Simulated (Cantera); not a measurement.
Cantera run, input and output.

```python
import numpy as np
import cantera as ct

gas = ct.Solution("gri30.yaml")
gas.TPX = 1098, 130, {'H2': 0.0065, 'O2': 1, 'N2': 33}
reactor = ct.IdealGasConstPressureReactor(gas, energy="off", clone=False)
net = ct.ReactorNet([reactor])
net.rtol, net.atol = 1e-08, 1e-18
show = ['H2', 'O2', 'H', 'H2O2', 'HO2', 'NO']
times = np.geomspace(6e-05, 30, 12)

steps = ct.SolutionArray(gas, extra=["t"])
rows = []
print(f"{'t/s':>10s}{'T/K':>9s}{'P/Pa':>11s}" + "".join(f"{s:>11s}" for s in show))
for t in times:
    while net.time < t:
        t_next = net.step()
        steps.append(gas.state, t=t_next)
    rows.append([np.interp(t, steps.t, y) for y in (steps.T, steps.P, *steps(*show).X.T)])
    print(f"{t:10.3e}{rows[-1][0]:9.1f}{rows[-1][1]:11.4g}" + "".join(f"{x:11.3e}" for x in rows[-1][2:]))
rate = np.gradient(steps.T, steps.t)
print("integrator steps:", len(steps.t))
if steps.T.max() > steps.T[0] + 200:
    print(f"time of steepest temperature rise: {steps.t[rate.argmax()]:.4e} s")
gas.TPX = 1098, 130, {'H2': 0.0065, 'O2': 1, 'N2': 33}
gas.equilibrate("TP")
print(f"equilibrium (TP): T = {gas.T:.1f} K  " + "  ".join(f"{s} {gas[s].X[0]:.3e}" for s in show))
```

Result:

```
       t/s      T/K       P/Pa         H2         O2          H       H2O2        HO2         NO
 6.000e-05   1098.0        130  1.911e-04  2.941e-02  3.652e-15  7.638e-23  3.657e-15  2.471e-31
 1.978e-04   1098.0        130  1.911e-04  2.941e-02  1.200e-14  7.737e-22  1.206e-14  7.600e-30
 6.521e-04   1098.0        130  1.911e-04  2.941e-02  3.914e-14  8.634e-21  3.975e-14  3.397e-28
 2.150e-03   1098.0        130  1.911e-04  2.941e-02  1.254e-13  8.110e-20  1.311e-13  6.924e-27
 7.088e-03   1098.0        130  1.911e-04  2.941e-02  3.750e-13  8.864e-19  4.321e-13  2.551e-25
 2.337e-02   1098.0        130  1.911e-04  2.941e-02  9.343e-13  9.446e-18  1.424e-12  9.345e-24
 7.703e-02   1098.0        130  1.911e-04  2.941e-02  1.702e-12  1.003e-16  4.695e-12  2.659e-22
 2.540e-01   1098.0        130  1.911e-04  2.941e-02  3.510e-12  1.009e-15  1.546e-11  5.490e-21
 8.373e-01   1098.0        130  1.911e-04  2.941e-02  2.071e-11  8.670e-15  5.086e-11  1.476e-19
 2.760e+00   1098.0        130  1.911e-04  2.941e-02  4.004e-09  5.735e-14  2.013e-10  4.450e-17
 9.100e+00   1098.0        130  2.830e-06  2.923e-02  1.067e-05  6.263e-11  4.304e-09  1.355e-11
 3.000e+01   1098.0        130  5.453e-07  2.923e-02  7.286e-06  2.934e-11  3.205e-09  1.322e-10
integrator steps: 593
equilibrium (TP): T = 1098.0 K  H2 3.910e-11  O2 2.930e-02  H 4.317e-12  H2O2 1.043e-14  HO2 7.358e-12  NO 3.479e-05
```

Model: GRI-Mech 3.0 (53 species, 325 reactions), integrated in Cantera. Radical loss at walls, strong at low pressure, is not modelled.
